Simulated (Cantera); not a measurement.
Cantera run:

```python
import numpy as np
import cantera as ct

gas_names = """
    Ca CaF CaF2 Ca2 F F2 H HF H2 H2F2 H3F3 H4F4 H5F5 H6F6 H7F7 N NF NF2 NF3 NH NH2 NH3 N2 N2H2 N2H4
""".split()
cond_names = """
    Ca(a) Ca(b) Ca(L) CaF2(a) CaF2(b) CaF2(L)
""".split()


# ... load() reads the species with a 1 bar reference pressure and builds the phases ...
atoms = {
    'CaF2': {'Ca': 1, 'F': 2},
    'HF': {'H': 1, 'F': 1},
    'N2': {'N': 2},
}
top_T = {}  # K; cautious upper limits of use, not melting points


# ... equilibrate(T, P, feed) seeds the gas with the atoms and calls Mixture.equilibrate('TP', solver="vcs", rtol=1e-11, max_steps=5000) ...
results = []
feed = {'CaF2': 1, 'HF': 0.4, 'N2': 1}  # mol
P = 260  # Pa
for T in [1450, 1525, 1600, 1675, 1750, 1825, 1900, 1975, 2050, 2125]:
    mix = equilibrate(T, P, feed)
    results.append((T, P, feed, dict(zip(mix.species_names, mix.species_moles))))
    x = sorted(zip(gas.X, gas.species_names), reverse=True)
    print(f"T = {T:g} K  P = {P:g} Pa  gas = {mix.phase_moles(0):.4g} mol")
    print("   x: " + "  ".join(f"{s} {v:.3e}" for v, s in x if v > 0.0001))
    print("   condensed (mol): " + ("  ".join(f"{mix.phase(i).name} {mix.phase_moles(i):.4g}"
          for i in range(1, mix.n_phases) if mix.phase_moles(i) > 1e-12) or "none"))
```

Result:

```
T = 1450 K  P = 260 Pa  gas = 1.4 mol
   x: N2 7.141e-01  HF 2.856e-01  CaF2 2.781e-04
   condensed (mol): CaF2(b) 0.9996
T = 1525 K  P = 260 Pa  gas = 1.402 mol
   x: N2 7.133e-01  HF 2.853e-01  CaF2 1.414e-03
   condensed (mol): CaF2(b) 0.998
T = 1600 K  P = 260 Pa  gas = 1.409 mol
   x: N2 7.100e-01  HF 2.840e-01  CaF2 6.063e-03
   condensed (mol): CaF2(b) 0.9915
T = 1675 K  P = 260 Pa  gas = 1.432 mol
   x: N2 6.983e-01  HF 2.793e-01  CaF2 2.243e-02
   condensed (mol): CaF2(b) 0.9679
T = 1750 K  P = 260 Pa  gas = 1.502 mol
   x: N2 6.656e-01  HF 2.662e-01  CaF2 6.815e-02
   condensed (mol): CaF2(L) 0.8976
T = 1825 K  P = 260 Pa  gas = 1.715 mol
   x: N2 5.829e-01  HF 2.331e-01  CaF2 1.838e-01
   condensed (mol): CaF2(L) 0.6846
T = 1900 K  P = 260 Pa  gas = 2.4 mol
   x: N2 4.166e-01  CaF2 4.165e-01  HF 1.665e-01  F 1.670e-04
   condensed (mol): none
T = 1975 K  P = 260 Pa  gas = 2.401 mol
   x: N2 4.165e-01  CaF2 4.164e-01  HF 1.664e-01  F 3.290e-04  CaF 1.430e-04  H 1.351e-04
   condensed (mol): none
T = 2050 K  P = 260 Pa  gas = 2.401 mol
   x: N2 4.164e-01  CaF2 4.161e-01  HF 1.662e-01  F 6.216e-04  CaF 2.845e-04  H 2.653e-04
   condensed (mol): none
T = 2125 K  P = 260 Pa  gas = 2.403 mol
   x: N2 4.162e-01  CaF2 4.157e-01  HF 1.659e-01  F 1.129e-03  CaF 5.362e-04  H 4.942e-04
   condensed (mol): none
```

Method: chemical equilibrium by Gibbs-energy minimisation in Cantera with the NASA 1993 tables (ideal gas, pure condensed phases).
